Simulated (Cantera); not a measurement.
## Diamond growth

A diamond (100) surface in a fixed gas of H2 with x(CH4) = 0.02, x(H) = 0.0022, x(CH3) = 0.00018, at 923 K; coverages are run to steady state.

Computed with Cantera and the Harris–Goodwin 1993 mechanism for the reconstructed diamond (100) surface.

```json
[
 {"P (Pa)": "310", "growth (µm/h)": "0.158", "θ c6HH": "0.629", "θ c6H*": "0.0113", "θ c6*H": "0.293", "θ c6**": "0.00487", "θ c6HM": "0.0490"},
 {"P (Pa)": "620", "growth (µm/h)": "0.340", "θ c6HH": "0.626", "θ c6H*": "0.0113", "θ c6*H": "0.291", "θ c6**": "0.00484", "θ c6HM": "0.0527"},
 {"P (Pa)": "1300", "growth (µm/h)": "0.741", "θ c6HH": "0.624", "θ c6H*": "0.0112", "θ c6*H": "0.290", "θ c6**": "0.00483", "θ c6HM": "0.0550"},
 {"P (Pa)": "2600", "growth (µm/h)": "1.51", "θ c6HH": "0.623", "θ c6H*": "0.0112", "θ c6*H": "0.290", "θ c6**": "0.00482", "θ c6HM": "0.0560"},
 {"P (Pa)": "5300", "growth (µm/h)": "3.11", "θ c6HH": "0.622", "θ c6H*": "0.0112", "θ c6*H": "0.290", "θ c6**": "0.00482", "θ c6HM": "0.0566"},
 {"P (Pa)": "11000", "growth (µm/h)": "6.49", "θ c6HH": "0.622", "θ c6H*": "0.0112", "θ c6*H": "0.290", "θ c6**": "0.00482", "θ c6HM": "0.0569"},
 {"P (Pa)": "22000", "growth (µm/h)": "13.0", "θ c6HH": "0.622", "θ c6H*": "0.0113", "θ c6*H": "0.290", "θ c6**": "0.00482", "θ c6HM": "0.0570"},
 {"P (Pa)": "45000", "growth (µm/h)": "26.7", "θ c6HH": "0.622", "θ c6H*": "0.0114", "θ c6*H": "0.289", "θ c6**": "0.00483", "θ c6HM": "0.0571"}
]
```
θ: site fractions in the mechanism's names (c6HH fully hydrogenated, c6H* and c6*H radical sites, c6** diradical, c6HM methylated).
